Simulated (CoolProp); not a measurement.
c-C4F8 (RC318) along the isobar 109 bar: Z from the reference equation and from simpler models built on Tc = 388.4 K, pc = 27.78 bar, ω = 0.355; each cubic takes its own stable root.

Computed with CoolProp (reference Helmholtz-energy equation of state, Platzer 1990). This equation is an older, rougher fit; its heat capacities, sound speeds and derivatives of the liquid may be far off and weren't checked against measurements.

```
T (K)          phase  reference  van der Waals  Redlich-Kwong  Soave-Redlich-Kwong  Peng-Robinson
-----  -------------  ---------  -------------  -------------  -------------------  -------------
290.5         liquid          ?         0.8533         0.6135               0.5924         0.5266
313.8         liquid     0.5541         0.8145         0.5955               0.5760         0.5122
337.1         liquid     0.5449         0.7835         0.5844               0.5680         0.5058
360.4         liquid     0.5425         0.7593         0.5798               0.5688         0.5078
383.6         liquid     0.5477         0.7412         0.5816               0.5793         0.5195
406.9  supercritical     0.5622         0.7285         0.5899               0.6009         0.5427
430.2  supercritical          ?         0.7209         0.6051               0.6350         0.5786
453.5  supercritical     0.6270         0.7183         0.6270               0.6807         0.6262
476.7  supercritical     0.6763         0.7205              ?               0.7335         0.6805
500    supercritical     0.7306         0.7272         0.6867               0.7876         0.7355
```

Task: Complete the blanks.

Result: 
- 290.5, reference: 0.5697
- 430.2, reference: 0.5882
- 476.7, Redlich-Kwong: 0.6547
